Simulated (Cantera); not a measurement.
Feed: 1 mol CH3Cl, 0.041 mol Si, 2.5 mol H2, at 2900 °C and 0.000250 bar.

Method: chemical equilibrium by Gibbs-energy minimisation in Cantera with the NASA 1993 tables (ideal gas, pure condensed phases). Candidate condensed phases: C, C6H6, C7H8, C8H18, Si, SiC; 109 gas species. Rates play no part.

What is the equilibrium state?


```json
{
  "x(H)": "0.804",
  "x(Cl)": "0.101",
  "x(C)": "0.0789",
  "x(C2)": "0.00504",
  "x(Si)": "0.00411",
  "x(C3)": "0.00394",
  "x(H2)": "0.00237",
  "x(HCl)": "0.000441",
  "x(C2H)": "0.000118",
  "gas_amount": "9.882 mol",
  "log10 activity of C(graphite) (absent)": "-1.09",
  "log10 activity of Si(l) (absent)": "-5.38"
}
```
